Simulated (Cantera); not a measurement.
# Reactions in the system Cl-O-Ti

Cantera with NASA thermochemical tables; ideal gases at 1 bar, condensed phases pure. Values are per mole of reaction as written; species without (g) are pure solids or liquids, kept so even where they would boil at 1 bar.

Ti2O3 + 4 TiCl3 = 3 TiO(g) + 3 TiCl4(g)

| T (K) | ΔH° (kJ) | ΔS° (J/K) | ΔG° (kJ) | log10 K |
|---|---|---|---|---|
| 448 | 2265.4 | 1085.1 | 1779.3 | -207.45 |
| 473 | 2261.1 | 1075.9 | 1752.2 | -193.50 |
| 498 | 2258.2 | 1069.9 | 1725.4 | -180.97 |
| 523 | 2255.2 | 1064.1 | 1698.7 | -169.66 |
| 548 | 2252.3 | 1058.5 | 1672.2 | -159.39 |
| 573 | 2249.2 | 1053.2 | 1645.8 | -150.03 |

2 Ti3O5 + 9 Cl2(g) = 6 TiCl3(g) + 5 O2(g)

```json
[
 {"T (K)": "448", "ΔH° (kJ)": "1674.4", "ΔS° (J/K)": "639.1", "ΔG° (kJ)": "1388.1", "log10 K": "-161.84"},
 {"T (K)": "473", "ΔH° (kJ)": "1646.6", "ΔS° (J/K)": "577.4", "ΔG° (kJ)": "1373.5", "log10 K": "-151.68"},
 {"T (K)": "498", "ΔH° (kJ)": "1645.4", "ΔS° (J/K)": "574.9", "ΔG° (kJ)": "1359.1", "log10 K": "-142.55"},
 {"T (K)": "523", "ΔH° (kJ)": "1644.2", "ΔS° (J/K)": "572.7", "ΔG° (kJ)": "1344.8", "log10 K": "-134.30"},
 {"T (K)": "548", "ΔH° (kJ)": "1643.1", "ΔS° (J/K)": "570.5", "ΔG° (kJ)": "1330.5", "log10 K": "-126.81"},
 {"T (K)": "573", "ΔH° (kJ)": "1641.9", "ΔS° (J/K)": "568.4", "ΔG° (kJ)": "1316.2", "log10 K": "-119.98"}
]
```

4 Cl(g) + Ti = TiCl4(g)

```tsv
T (K)	ΔH° (kJ)	ΔS° (J/K)	ΔG° (kJ)	log10 K
448	-1250.8	-343.1	-1097.1	127.91
473	-1251.2	-344.0	-1088.5	120.20
498	-1251.6	-344.8	-1079.9	113.26
523	-1252.0	-345.5	-1071.2	106.99
548	-1252.3	-346.2	-1062.6	101.28
573	-1252.7	-346.9	-1053.9	96.07
```
